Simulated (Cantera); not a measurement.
An isothermal, constant-pressure homogeneous reactor starts with 31.5 % H₂, 68.5 % O₂, at 1448 K and 0.0132 atm.

Computed with Cantera and GRI-Mech 3.0 (53 species, 325 reactions). Radical loss at walls, strong at low pressure, is not modelled. The temperature is held fixed by assumption; the heat of reaction is taken as removed at once.

x: mole fraction; the columns are a selection and need not sum to one.

```
t (s)         x H₂   x O₂      x OH       x H       x HO₂       x O
--------  --------  -----  --------  --------  ----------  --------
0.000200     0.315  0.685   6.74e-5  0.000176  (withheld)   8.21e-5
0.000549    0.0275  0.511    0.0271     0.112     5.61e-6     0.103
0.00151     0.0226  0.511    0.0256     0.104     5.75e-6     0.105
0.00413     0.0209  0.526    0.0249    0.0868     6.11e-6    0.0924
0.0113      0.0157  0.558    0.0223    0.0500     6.80e-6    0.0632
0.0311     0.00601  0.601    0.0143    0.0103     6.36e-6    0.0219
0.0854    0.000894  0.621   0.00559  0.000564  (withheld)   0.00316
0.234     0.000120  0.625   0.00206   2.77e-5  (withheld)  0.000425
0.643      2.31e-5  0.626  0.000904   2.34e-6  (withheld)   8.17e-5
1.76       6.58e-6  0.626  0.000483   3.57e-7  (withheld)   2.33e-5
4.84       3.90e-6  0.626  0.000372   1.63e-7     1.95e-7   1.38e-5
13.3       3.79e-6  0.626  0.000367   1.57e-7     1.97e-7   1.35e-5
36.4       3.79e-6  0.626  0.000367   1.57e-7     1.97e-7   1.35e-5
100        3.79e-6  0.626  0.000367   1.57e-7     1.97e-7   1.35e-5
```

Task: What belongs in the gaps?

Result: 
- 0.000200, x HO₂: 1.92e-6
- 0.0854, x HO₂: 2.61e-6
- 0.234, x HO₂: 5.81e-7
- 0.643, x HO₂: 2.01e-7
- 1.76, x HO₂: 1.75e-7
